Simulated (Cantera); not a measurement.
Input: 1 mol Fe2O3, 0.31 mol H2S, 0.32 mol O2, held at 1625 K.

Method: chemical equilibrium by Gibbs-energy minimisation in Cantera with the NASA 1993 tables (ideal gas, pure condensed phases). Candidate condensed phases: Fe, FeO, Fe(OH)2, Fe(OH)3, FeS, FeSO4, FeS2, Fe2O3, Fe2(SO4)3, Fe3O4, H2O, H2SO4, S; 22 gas species. Mutual solubility and eutectic melting of coexisting phases are not modelled. Kinetics and transport are ignored.

Problem. Which condensed phases are stable at each of these points (P (Pa)): 1000, 2600, 6700, 17000, 45000, 120000, 300000, 770000, 2000000?

Solution. 
```csv
P (Pa),condensed phases,Fe condensed (%)
1000,Fe3O4(s),100.0
2600,Fe3O4(s),100.0
6700,Fe3O4(s),100.0
17000,Fe3O4(s),100.0
45000,Fe3O4(s),100.0
120000,Fe3O4(s),100.0
300000,Fe2O3(s) + Fe3O4(s),100.0
770000,Fe2O3(s) + Fe3O4(s),100.0
2000000,Fe2O3(s) + Fe3O4(s),100.0
```

From 10.0 mbar to 1.20 bar the condensed part is Fe3O4(s). From 3.00 bar to 20.0 bar the condensed part is Fe2O3(s) + Fe3O4(s).
